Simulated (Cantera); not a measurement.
Input: 1 mol TiCl₄, 0.12 mol H₂O, held at 1252 °C and 21.0 mbar.

Method: chemical equilibrium by Gibbs-energy minimisation in Cantera with the NASA 1993 tables (ideal gas, pure condensed phases). Candidate condensed phases: H₂O, Ti, TiCl₂, TiCl₃, TiCl₄, TiO, TiO₂, Ti₂O₃, Ti₃O₅, Ti₄O₇; 23 gas species. The numbers say what is thermodynamically allowed, not how fast it happens.

Base state: TiCl₄ 0.766, HCl 0.200, TiCl₃ 0.0172, Cl 0.0152, Cl₂ 0.00102, TiOCl₂ 0.000125 (mole fractions); condensed: TiO₂(rutile).

Question: What changes in the equilibrium state with this change: temperature from 1252 °C to 1477 °C?

Answer: 
```
species              before    after
-----------------  --------  -------
TiCl₄                 0.766    0.639
HCl                   0.200    0.186
TiCl₃                0.0172   0.0877
Cl                   0.0152   0.0831
TiCl₂               8.35e-7  5.69e-5
TiOCl₂             0.000125  0.00232
Cl₂                 0.00102  0.00236
TiO₂(rutile), mol    0.0599   0.0585
```
The tables' values for TiCl₂ are old estimates; treat these amounts as uncertain.

Question: What changes in the equilibrium state with this change: temperature from 1252 °C to 1852 °C?

Answer: 
```tsv
species	before	after
Cl	0.0152	0.351
TiCl₃	0.0172	0.328
TiCl₄	0.766	0.152
TiOCl₂	0.000125	0.0299
HCl	0.200	0.129
TiOCl	<1e-9	8.92e-5
TiO₂	<1e-9	4.90e-5
TiCl₂	8.35e-7	0.00854
H	2.81e-7	0.000169
H₂	2.97e-6	4.55e-5
TiO₂(rutile), mol	0.0599	0
Ti₄O₇(l), mol	0	0.00913
```
The tables' values for TiCl₂, TiOCl are old estimates; treat these amounts as uncertain. Condensed phases not in the tables: Magnéli phases beyond Ti₄O₇.

Question: What changes in the equilibrium state with this change: H₂O from 0.12 to 1 mol?

Answer: 
| species | before | after |
|---|---|---|
| HCl | 0.200 | 0.793 |
| TiCl₄ | 0.766 | 0.190 |
| TiCl₃ | 0.0172 | 0.00817 |
| Cl | 0.0152 | 0.00795 |
| H₂ | 2.97e-6 | 0.000170 |
| H₂O | 5.35e-6 | 0.000169 |
| Cl₂ | 0.00102 | 0.000280 |
| TiOCl₂ | 0.000125 | 6.25e-5 |
| TiO₂(rutile), mol | 0.0599 | 0.500 |
